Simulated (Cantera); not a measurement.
A Cantera script and what it prints.

```python
import numpy as np
import cantera as ct

gas_names = [...]  # 87 gases of nasa_gas.yaml made of C, H, Si
cond_names = """
    C(gr) C6H6(L) C7H8(L) C8H18(L),n-octa Si(cr) Si(L) SiC(b)
""".split()


# ... load() reads the species with a 1 bar reference pressure and builds the phases ...
atoms = {
    'SiH4': {'Si': 1, 'H': 4},
    'CH4': {'C': 1, 'H': 4},
    'H2': {'H': 2},
}
top_T = {'C(gr)': 4500, 'SiC(b)': 3050}  # K; cautious upper limits of use, not melting points


# ... equilibrate(T, P, feed) seeds the gas with the atoms and calls Mixture.equilibrate('TP', solver="vcs", rtol=1e-11, max_steps=5000) ...
results = []
feed = {'SiH4': 1, 'CH4': 0.033, 'H2': 230}  # mol
P = 10000  # Pa
for T in [1550, 1625, 1700, 1775, 1850, 1925, 2000]:
    mix = equilibrate(T, P, feed)
    results.append((T, P, feed, dict(zip(mix.species_names, mix.species_moles))))
    x = sorted(zip(gas.X, gas.species_names), reverse=True)
    print(f"T = {T:g} K  P = {P:g} Pa  gas = {mix.phase_moles(0):.4g} mol")
    print("   x: " + "  ".join(f"{s} {v:.3e}" for v, s in x if v > 0.0001))
    print("   condensed (mol): " + ("  ".join(f"{mix.phase(i).name} {mix.phase_moles(i):.4g}"
          for i in range(1, mix.n_phases) if mix.phase_moles(i) > 1e-12) or "none"))
```

Result:

```
T = 1550 K  P = 10000 Pa  gas = 232.1 mol
   x: H2 9.999e-01
   condensed (mol): Si(cr) 0.9666  SiC(b) 0.03258
T = 1625 K  P = 10000 Pa  gas = 232.1 mol
   x: H2 9.998e-01  H 2.231e-04
   condensed (mol): Si(cr) 0.9652  SiC(b) 0.0326
T = 1700 K  P = 10000 Pa  gas = 232.1 mol
   x: H2 9.995e-01  H 4.658e-04
   condensed (mol): Si(L) 0.9617  SiC(b) 0.0326
T = 1775 K  P = 10000 Pa  gas = 232.2 mol
   x: H2 9.990e-01  H 9.148e-04
   condensed (mol): Si(L) 0.9544  SiC(b) 0.0325
T = 1850 K  P = 10000 Pa  gas = 232.3 mol
   x: H2 9.982e-01  H 1.702e-03
   condensed (mol): Si(L) 0.9376  SiC(b) 0.03221
T = 1925 K  P = 10000 Pa  gas = 232.5 mol
   x: H2 9.967e-01  H 3.018e-03  Si 1.740e-04
   condensed (mol): Si(L) 0.8995  SiC(b) 0.03131
T = 2000 K  P = 10000 Pa  gas = 232.8 mol
   x: H2 9.942e-01  H 5.128e-03  Si 4.354e-04  SiH2 1.056e-04
   condensed (mol): Si(L) 0.8155  SiC(b) 0.02854
```

Cantera equilibrium calculation (NASA polynomials, part measured and part estimated; ideal gas, pure solids and liquids). Mutual solubility and eutectic melting of coexisting phases are not modelled. Gases not in the tables: Si2H6 and higher silanes.
